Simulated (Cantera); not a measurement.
# Equilibrium for sublimation and decomposition of ceramics: Si3N4 + C + N2

Feed: 1 mol Si3N4, 0.027 mol C, 0.012 mol N2, equilibrated at 0.133 bar.

Method: chemical equilibrium by Gibbs-energy minimisation in Cantera with the NASA 1993 tables (ideal gas, pure condensed phases). Candidate condensed phases: C, Si, SiC, Si3N4; 20 gas species. Mutual solubility and eutectic melting of coexisting phases are not modelled. The tables' values for SiN are old estimates; treat these amounts as uncertain. The numbers say what is thermodynamically allowed, not how fast it happens.

| T (°C) | log p N2 | log p Si | log p Si2C | log p Si2 | log p SiN | log p Si2N | n Si(l) | n SiC(s) |
|---|---|---|---|---|---|---|---|---|
| 1952 | -0.88 | -3.33 | -4.52 | -5.10 | -4.56 | -4.53 | 2.96 | 0.0265 |
| 2002 | -0.88 | -3.13 | -4.25 | -4.86 | -4.40 | -4.38 | 2.96 | 0.0261 |
| 2052 | -0.88 | -2.94 | -3.99 | -4.63 | -4.25 | -4.25 | 2.95 | 0.0253 |
| 2102 | -0.88 | -2.75 | -3.74 | -4.41 | -4.10 | -4.12 | 2.94 | 0.0239 |
| 2152 | -0.89 | -2.57 | -3.51 | -4.20 | -3.96 | -3.99 | 2.92 | 0.0214 |
| 2202 | -0.89 | -2.41 | -3.28 | -4.00 | -3.83 | -3.88 | 2.89 | 0.0171 |
| 2252 | -0.90 | -2.24 | -3.06 | -3.80 | -3.71 | -3.77 | 2.85 | 0.00963 |
| 2302 | -0.91 | -2.09 | -2.89 | -3.61 | -3.59 | -3.66 | 2.80 | 0 |
| 2352 | -0.92 | -1.94 | -2.89 | -3.43 | -3.47 | -3.56 | 2.73 | 0 |
| 2402 | -0.94 | -1.79 | -2.89 | -3.26 | -3.37 | -3.47 | 2.63 | 0 |
log p: log10 of the partial pressure in bar; n: condensed amount in mol.

From 1952 °C to 2252 °C the condensed part is Si(l) + SiC(s). From 2302 °C to 2402 °C the condensed part is Si(l). The main Si-bearing gas is Si throughout. The share of Si in condensed phases is highest at 1952 °C (99.7 %) and lowest at 2402 °C (87.6 %).
